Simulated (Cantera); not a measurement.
A Cantera script and its output.

```python
import numpy as np
import cantera as ct

gas = ct.Solution("gri30.yaml")
gas.TPX = 1025, 11000, {'C2H6': 1, 'N2': 0.3}
inlet = ct.Reservoir(gas, clone=True)

reactor = ct.IdealGasConstPressureReactor(gas, energy="off", clone=False)
exhaust = ct.Reservoir(gas, clone=True)
tau = [0.55, 0.2, 0.076, 0.028, 0.01, 0.0039, 0.0014, 0.00053, 0.0002][0]
for a, b in ((inlet, reactor), (reactor, exhaust)):
    ct.MassFlowController(a, b, mdot=lambda t: reactor.mass / tau)
net = ct.ReactorNet([reactor])
show = ['C2H6', 'C2H2', 'H2', 'C2H4', 'CH2']

rows = []
print(f"{'tau/s':>10s}{'T/K':>9s}" + "".join(f"{s:>11s}" for s in show))
for tau in [0.55, 0.2, 0.076, 0.028, 0.01, 0.0039, 0.0014, 0.00053, 0.0002]:
    net.initial_time = 0.0
    net.advance(30 * tau)
    before = gas.X
    net.advance(40 * tau)
    drift = np.max(np.abs(gas.X - before) / (gas.X + 1e-9))
    rows.append([gas.T, *gas[show].X, drift])
    print(f"{tau:10.3e}{gas.T:9.1f}" + "".join(f"{x:11.3e}" for x in gas[show].X))
```

Result:

```
     tau/s      T/K       C2H6       C2H2         H2       C2H4        CH2
 5.500e-01   1025.0  5.417e-01  6.956e-04  1.237e-01  1.255e-01  6.728e-13
 2.000e-01   1025.0  6.699e-01  1.919e-04  5.418e-02  5.495e-02  7.341e-13
 7.600e-02   1025.0  7.314e-01  4.042e-05  2.067e-02  2.097e-02  6.345e-13
 2.800e-02   1025.0  7.579e-01  4.613e-06  6.210e-03  6.289e-03  3.567e-13
 1.000e-02   1025.0  7.670e-01  1.910e-07  1.209e-03  1.218e-03  1.014e-13
 3.900e-03   1025.0  7.689e-01  5.559e-09  1.993e-04  2.000e-04  3.497e-14
 1.400e-03   1025.0  7.692e-01  1.021e-10  2.467e-05  2.471e-05  1.684e-14
 5.300e-04   1025.0  7.692e-01  2.071e-12  3.049e-06  3.054e-06  9.065e-15
 2.000e-04   1025.0  7.692e-01  3.034e-14  3.144e-07  3.154e-07  3.697e-15
```

Detailed kinetics in Cantera: GRI-Mech 3.0 (53 species, 325 reactions). GRI-Mech 3.0 stops at C3 and has no aromatics, soot or wall deposition, so with more carbon than oxygen in the feed, carbon stays in small species such as C2H2 where larger ones or solid carbon would form.
